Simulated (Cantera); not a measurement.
## Stirred combustor or abatement burner

A perfectly stirred reactor is fed with 2.35 % CH4, 2.59 % C2H6, 20.0 % O2, 75.1 % N2, equivalence ratio 0.69, at 225 Torr; it is adiabatic with a 775 K inlet, and is followed from long to short residence time, starting on the burning branch (τ in s: 0.16, 0.056, 0.019, 0.0065, 0.0022, 0.00076, 0.00026, 8.9e-05, 3e-05, 1e-05, 3.6e-06).

Detailed kinetics in Cantera: GRI-Mech 3.0 (53 species, 325 reactions).

```json
[
 {"τ (s)": "0.16", "T (K)": "2155", "x CH4": "1.11e-6", "x C2H6": "1.90e-7", "x O2": "0.0606", "x CO2": "0.0701", "x CH2": "5.91e-8", "x H2O": "0.118"},
 {"τ (s)": "0.056", "T (K)": "2129", "x CH4": "2.44e-6", "x C2H6": "4.88e-7", "x O2": "0.0614", "x CO2": "0.0683", "x CH2": "1.32e-7", "x H2O": "0.117"},
 {"τ (s)": "0.019", "T (K)": "2082", "x CH4": "5.27e-6", "x C2H6": "1.23e-6", "x O2": "0.0625", "x CO2": "0.0653", "x CH2": "2.71e-7", "x H2O": "0.114"},
 {"τ (s)": "0.0065", "T (K)": "2017", "x CH4": "1.18e-5", "x C2H6": "3.05e-6", "x O2": "0.0639", "x CO2": "0.0615", "x CH2": "5.28e-7", "x H2O": "0.111"},
 {"τ (s)": "0.0022", "T (K)": "1941", "x CH4": "2.92e-5", "x C2H6": "7.89e-6", "x O2": "0.0657", "x CO2": "0.0572", "x CH2": "1.05e-6", "x H2O": "0.107"},
 {"τ (s)": "0.00076", "T (K)": "1866", "x CH4": "8.02e-5", "x C2H6": "2.19e-5", "x O2": "0.0685", "x CO2": "0.0521", "x CH2": "2.28e-6", "x H2O": "0.104"},
 {"τ (s)": "0.00026", "T (K)": "1791", "x CH4": "0.000276", "x C2H6": "7.55e-5", "x O2": "0.0748", "x CO2": "0.0425", "x CH2": "6.28e-6", "x H2O": "0.102"},
 {"τ (s)": "8.9e-5", "T (K)": "775", "x CH4": "0.0235", "x C2H6": "0.0259", "x O2": "0.200", "x CO2": "<1e-12", "x CH2": "<1e-12", "x H2O": "<1e-12"},
 {"τ (s)": "3.0e-5", "T (K)": "775", "x CH4": "0.0235", "x C2H6": "0.0259", "x O2": "0.200", "x CO2": "<1e-12", "x CH2": "<1e-12", "x H2O": "<1e-12"},
 {"τ (s)": "1.0e-5", "T (K)": "775", "x CH4": "0.0235", "x C2H6": "0.0259", "x O2": "0.200", "x CO2": "<1e-12", "x CH2": "<1e-12", "x H2O": "<1e-12"},
 {"τ (s)": "3.6e-6", "T (K)": "775", "x CH4": "0.0235", "x C2H6": "0.0259", "x O2": "0.200", "x CO2": "<1e-12", "x CH2": "<1e-12", "x H2O": "<1e-12"}
]
```
x: mole fraction; the columns are a selection and need not sum to one.
